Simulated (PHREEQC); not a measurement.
Consider water at 20 °C with 78 mmol/kgw CdBr2. Closed to the air; pH follows from the charge balance.

Computed with PHREEQC (ion-association model, phreeqc.dat).

**Question.** The ionic strength comes out as 0.0894 mol/kgw. What activity coefficients do CdBr+, Br-, Cd+2 get?

**Answer.** CdBr+ 0.79, Br- 0.76, Cd+2 0.39.

Precipitation was switched off in this run. Species that the database lacks are ignored.
